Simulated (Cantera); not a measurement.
An adiabatic, constant-volume homogeneous reactor starts with C₃H₈ : O₂ : N₂ = 1 : 3.12 : 11.8 (molar parts), equivalence ratio 1.6, at 1498 K and 22000 Pa. Integrator tolerance rtol = 1e-08.

Computed with Cantera and GRI-Mech 3.0 (53 species, 325 reactions). GRI-Mech 3.0 was tuned for natural gas; its chemistry of propane as a main component is partial and can be far from experiment.

Task: What does this change do: pressure from 22000 Pa to 260000 Pa?

Result: 
```
quantity                                                            before                                      after
---------------------------------  ---------------------------------------  -----------------------------------------
time of steepest temperature rise                                 0.222 ms                                    43.0 µs
temperature at 0.100 s                                              2822 K                                     3034 K
equilibrium temperature                                             2822 K                                     3034 K
x(C₃H₈) at 0.100 s                   <1e-12 (gas-phase equilibrium <1e-12)      <1e-12 (gas-phase equilibrium <1e-12)
x(O₂) at 0.100 s                   0.00270 (gas-phase equilibrium 0.00270)    0.00116 (gas-phase equilibrium 0.00116)
x(O) at 0.100 s                    0.00434 (gas-phase equilibrium 0.00434)    0.00173 (gas-phase equilibrium 0.00173)
x(CH₄) at 0.100 s                    <1e-12 (gas-phase equilibrium <1e-12)  8.31e-12 (gas-phase equilibrium 9.64e-12)
x(N₂O) at 0.100 s                  1.32e-7 (gas-phase equilibrium 1.32e-7)    4.12e-7 (gas-phase equilibrium 4.12e-7)
x(HCO) at 0.100 s                  1.98e-7 (gas-phase equilibrium 1.98e-7)    1.12e-6 (gas-phase equilibrium 1.12e-6)
x(NO₂) at 0.100 s                  2.01e-7 (gas-phase equilibrium 2.01e-7)    3.45e-7 (gas-phase equilibrium 3.45e-7)
```
Above 3000 K some thermodynamic fits are extrapolated.

Task: What does this change do: constant pressure in place of constant volume?

Result: 
| quantity | before | after |
|---|---|---|
| time of steepest temperature rise | 0.222 ms | 0.258 ms |
| temperature at 0.100 s | 2822 K | 2630 K |
| equilibrium temperature | 2822 K | 2630 K |
| x(C₃H₈) at 0.100 s | <1e-12 (gas-phase equilibrium <1e-12) | <1e-12 (gas-phase equilibrium <1e-12) |
| x(O₂) at 0.100 s | 0.00270 (gas-phase equilibrium 0.00270) | 0.00152 (gas-phase equilibrium 0.00152) |
| x(O) at 0.100 s | 0.00434 (gas-phase equilibrium 0.00434) | 0.00223 (gas-phase equilibrium 0.00223) |
| x(CH₄) at 0.100 s | <1e-12 (gas-phase equilibrium <1e-12) | <1e-12 (gas-phase equilibrium <1e-12) |
| x(N₂O) at 0.100 s | 1.32e-7 (gas-phase equilibrium 1.32e-7) | 4.95e-8 (gas-phase equilibrium 4.95e-8) |
| x(HCO) at 0.100 s | 1.98e-7 (gas-phase equilibrium 1.98e-7) | 8.03e-8 (gas-phase equilibrium 8.03e-8) |
| x(NO₂) at 0.100 s | 2.01e-7 (gas-phase equilibrium 2.01e-7) | 6.68e-8 (gas-phase equilibrium 6.68e-8) |

Task: What does this change do: O2 3.12 to 2 parts?

Result: 
```tsv
quantity	before	after
time of steepest temperature rise	0.222 ms	0.337 ms
temperature at 0.100 s	2822 K	2399 K
equilibrium temperature	2822 K	2399 K
x(C₃H₈) at 0.100 s	<1e-12 (gas-phase equilibrium <1e-12)	<1e-12 (gas-phase equilibrium <1e-12)
x(O₂) at 0.100 s	0.00270 (gas-phase equilibrium 0.00270)	2.24e-6 (gas-phase equilibrium 2.24e-6)
x(O) at 0.100 s	0.00434 (gas-phase equilibrium 0.00434)	1.93e-5 (gas-phase equilibrium 1.93e-5)
x(CH₄) at 0.100 s	<1e-12 (gas-phase equilibrium <1e-12)	1.44e-11 (gas-phase equilibrium 1.59e-11)
x(N₂O) at 0.100 s	1.32e-7 (gas-phase equilibrium 1.32e-7)	1.89e-9 (gas-phase equilibrium 1.85e-9)
x(HCO) at 0.100 s	1.98e-7 (gas-phase equilibrium 1.98e-7)	1.08e-7 (gas-phase equilibrium 1.08e-7)
x(NO₂) at 0.100 s	2.01e-7 (gas-phase equilibrium 2.01e-7)	1.29e-10 (gas-phase equilibrium 1.21e-10)
```
